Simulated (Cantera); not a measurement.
A closed system holds: 1 mol SiC, 0.0076 mol H2O, 31 mol H2, equilibrated at 1302 °C and 100 Torr.

Cantera equilibrium calculation (NASA polynomials, part measured and part estimated; ideal gas, pure solids and liquids). Candidate condensed phases: C, C6H6, C7H8, C8H18, H2O, Si, SiC, SiO2; 123 gas species. Kinetics and transport are ignored.

Base state: H2 1.000, SiO 0.000128, CO 0.000117, H 0.000114, CH4 1.19e-5 (mole fractions); condensed: SiC(s).

**Question.** What changes in the equilibrium state with this change: 0.28 mol CO2 added?

**Answer.** 
| species | before | after |
|---|---|---|
| H2 | 1.000 | 0.982 |
| CO | 0.000117 | 0.0134 |
| SiO | 0.000128 | 0.00455 |
| H2O | 3.25e-7 | 2.04e-5 |
| CH4 | 1.19e-5 | 2.06e-5 |
| H | 0.000114 | 0.000113 |
| SiC(s), mol | 0.996 | 0.856 |

**Question.** What changes in the equilibrium state with this change: temperature from 1302 °C to 1075 °C?

**Answer.** 
```tsv
species	before	after
H2	1.000	1.000
CO	0.000117	8.08e-5
SiO	0.000128	5.65e-5
H	0.000114	6.35e-6
CH4	1.19e-5	2.88e-5
SiC(s), mol	0.996	0.997
SiO2(β-quartz), mol	0	0.00164
```
Mutual solubility and eutectic melting of coexisting phases are not modelled. The tables hold silica as quartz up to 1696 K and as liquid above; real silica turns to tridymite and cristobalite and melts near 1996 K.
